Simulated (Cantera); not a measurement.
Feed: 1 mol PbO, 2.2 mol CO, 6.4 mol H₂, held at 1.00 bar.

Equilibrium computed with Cantera from the NASA thermochemical tables; the gas is ideal and each condensed phase is pure. Candidate condensed phases: C, C₆H₆, C₇H₈, C₈H₁₈, H₂O, Pb, PbO, PbO₂, Pb₃O₄; 113 gas species. Kinetics and transport are ignored.

Question: At 977 °C, list the 6 most abundant gas species with their mole fractions, and the condensed phases.

Answer: H₂ 0.649, CO 0.234, H₂O 0.0945, CO₂ 0.0218, Pb 0.00134, CH₄ 0.000112. Condensed: Pb(l).
